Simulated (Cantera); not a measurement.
What does this Cantera script print?

```python
import numpy as np
import cantera as ct

gas = ct.Solution("gri30.yaml")
gas.TPX = 1875, 8400, {'NO': 1, 'N2': 0.68}
reactor = ct.IdealGasConstPressureReactor(gas, energy="off", clone=False)
net = ct.ReactorNet([reactor])
net.rtol, net.atol = 1e-08, 1e-18
show = ['NO', 'N2O', 'O2', 'NO2', 'N2']
times = np.geomspace(0.0009, 5, 15)

steps = ct.SolutionArray(gas, extra=["t"])
rows = []
print(f"{'t/s':>10s}{'T/K':>9s}{'P/Pa':>11s}" + "".join(f"{s:>11s}" for s in show))
for t in times:
    while net.time < t:
        t_next = net.step()
        steps.append(gas.state, t=t_next)
    rows.append([np.interp(t, steps.t, y) for y in (steps.T, steps.P, *steps(*show).X.T)])
    print(f"{t:10.3e}{rows[-1][0]:9.1f}{rows[-1][1]:11.4g}" + "".join(f"{x:11.3e}" for x in rows[-1][2:]))
rate = np.gradient(steps.T, steps.t)
print("integrator steps:", len(steps.t))
if steps.T.max() > steps.T[0] + 200:
    print(f"time of steepest temperature rise: {steps.t[rate.argmax()]:.4e} s")
gas.TPX = 1875, 8400, {'NO': 1, 'N2': 0.68}
gas.equilibrate("TP")
print(f"equilibrium (TP): T = {gas.T:.1f} K  " + "  ".join(f"{s} {gas[s].X[0]:.3e}" for s in show))
```

Output:

```
       t/s      T/K       P/Pa         NO        N2O         O2        NO2         N2
 9.000e-04   1875.0       8400  5.952e-01  1.137e-05  2.049e-07  1.874e-06  4.048e-01
 1.666e-03   1875.0       8400  5.952e-01  2.037e-05  7.323e-07  5.368e-06  4.048e-01
 3.085e-03   1875.0       8400  5.951e-01  3.551e-05  2.868e-06  1.366e-05  4.048e-01
 5.711e-03   1875.0       8400  5.951e-01  5.890e-05  1.242e-05  2.909e-05  4.048e-01
 1.057e-02   1875.0       8400  5.949e-01  8.965e-05  5.178e-05  4.742e-05  4.048e-01
 1.957e-02   1875.0       8400  5.946e-01  1.198e-04  1.687e-04  5.777e-05  4.050e-01
 3.623e-02   1875.0       8400  5.941e-01  1.374e-04  4.257e-04  6.155e-05  4.052e-01
 6.708e-02   1875.0       8400  5.931e-01  1.412e-04  9.240e-04  6.403e-05  4.057e-01
 1.242e-01   1875.0       8400  5.912e-01  1.401e-04  1.854e-03  6.756e-05  4.067e-01
 2.299e-01   1875.0       8400  5.877e-01  1.378e-04  3.582e-03  7.362e-05  4.084e-01
 4.256e-01   1875.0       8400  5.813e-01  1.336e-04  6.794e-03  8.361e-05  4.116e-01
 7.880e-01   1875.0       8400  5.693e-01  1.265e-04  1.276e-02  9.902e-05  4.176e-01
 1.459e+00   1875.0       8400  5.472e-01  1.145e-04  2.375e-02  1.205e-04  4.286e-01
 2.701e+00   1875.0       8400  5.075e-01  9.571e-05  4.357e-02  1.458e-04  4.485e-01
 5.000e+00   1875.0       8400  4.398e-01  6.929e-05  7.737e-02  1.660e-04  4.823e-01
integrator steps: 631
equilibrium (TP): T = 1875.0 K  NO 5.944e-03  N2O 9.235e-08  O2 2.943e-01  NO2 4.395e-06  N2 6.992e-01
```

Computed with Cantera and GRI-Mech 3.0 (53 species, 325 reactions).
